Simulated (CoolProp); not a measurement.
Vapour-liquid equilibrium of CH2F2 (R32) (1) + R1234ze(E) (2) at 79.4 kPa; x and y are mole fractions of (1).

Values from CoolProp's multi-fluid Helmholtz-energy mixture model, Tillner-Roth 1997 and Thol 2016; pair parameters Bell 2023.

Problem. Give the bubble temperature and the first vapour's composition at x = 0.35, 0.45, 0.75. Is there an azeotrope?

Solution. x = 0.35: 229.0 K, y = 0.743; x = 0.45: 226.3 K, y = 0.807; x = 0.75: 220.5 K, y = 0.926. No azeotrope shows between x = 0.05 and 0.95.

The pair parameters rest on a limited set of measurements; away from them the model extrapolates.
